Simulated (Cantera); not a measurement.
What does this Cantera script print?

```python
import numpy as np
import cantera as ct

gas = ct.Solution("gri30.yaml")
gas.TPX = 1375, 290, {'H2': 0.092, 'O2': 1}
inlet = ct.Reservoir(gas, clone=True)

reactor = ct.IdealGasConstPressureReactor(gas, energy="off", clone=False)
exhaust = ct.Reservoir(gas, clone=True)
tau = [0.42, 0.26, 0.16, 0.097, 0.059, 0.036, 0.022, 0.014, 0.0083][0]
for a, b in ((inlet, reactor), (reactor, exhaust)):
    ct.MassFlowController(a, b, mdot=lambda t: reactor.mass / tau)
net = ct.ReactorNet([reactor])
show = ['H2', 'O2', 'HO2', 'H2O2', 'O']

rows = []
print(f"{'tau/s':>10s}{'T/K':>9s}" + "".join(f"{s:>11s}" for s in show))
for tau in [0.42, 0.26, 0.16, 0.097, 0.059, 0.036, 0.022, 0.014, 0.0083]:
    net.initial_time = 0.0
    net.advance(30 * tau)
    before = gas.X
    net.advance(40 * tau)
    drift = np.max(np.abs(gas.X - before) / (gas.X + 1e-9))
    rows.append([gas.T, *gas[show].X, drift])
    print(f"{tau:10.3e}{gas.T:9.1f}" + "".join(f"{x:11.3e}" for x in gas[show].X))
```

It prints:

```
     tau/s      T/K         H2         O2        HO2       H2O2          O
 4.200e-01   1375.0  1.757e-03  8.674e-01  6.582e-07  2.165e-08  3.880e-02
 2.600e-01   1375.0  1.985e-03  8.623e-01  6.714e-07  2.191e-08  4.324e-02
 1.600e-01   1375.0  2.212e-03  8.582e-01  6.803e-07  2.214e-08  4.670e-02
 9.700e-02   1375.0  2.472e-03  8.553e-01  6.867e-07  2.245e-08  4.911e-02
 5.900e-02   1375.0  2.803e-03  8.536e-01  6.918e-07  2.291e-08  5.047e-02
 3.600e-02   1375.0  3.274e-03  8.528e-01  6.969e-07  2.364e-08  5.090e-02
 2.200e-02   1375.0  3.989e-03  8.528e-01  7.024e-07  2.474e-08  5.050e-02
 1.400e-02   1375.0  4.991e-03  8.535e-01  7.078e-07  2.618e-08  4.939e-02
 8.300e-03   1375.0  6.794e-03  8.553e-01  7.134e-07  2.842e-08  4.717e-02
```

Detailed kinetics in Cantera: GRI-Mech 3.0 (53 species, 325 reactions). Radical loss at walls, strong at low pressure, is not modelled. The temperature is held fixed by assumption; the heat of reaction is taken as removed at once.
